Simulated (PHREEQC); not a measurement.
## Leach liquor (model solution)

Consider water at 25 °C with 0.041 mol/kgw H2SO4 and 0.00046 mol/kgw MnSO4. Closed to the air; pH follows from the charge balance.

Equilibrium calculation in PHREEQC: ion-association model, wateq4f.dat.

This is a speciation only: nothing precipitates in the calculation.

Task: Estimate the pH, ionic strength.

Result: pH 1.35; ionic strength 0.0667 mol/kgw.

Task: In which forms is S present?

Result: HSO4- 69 %, SO4-2 30 % of the S.

Complexes and solids missing from the database can't appear.
